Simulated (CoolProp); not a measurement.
Model: reference Helmholtz-energy equation of state, Aleksandrov 2011, in CoolProp. It is a short technical equation, of lower accuracy than the large ones.

Task: For n-undecane, give the phase and the Z, fugacity coefficient at 570.1 K and 0.816 MPa.

Result: 
- 570.1 K and 0.816 MPa: liquid; Z 0.0552, fugacity coefficient 0.709
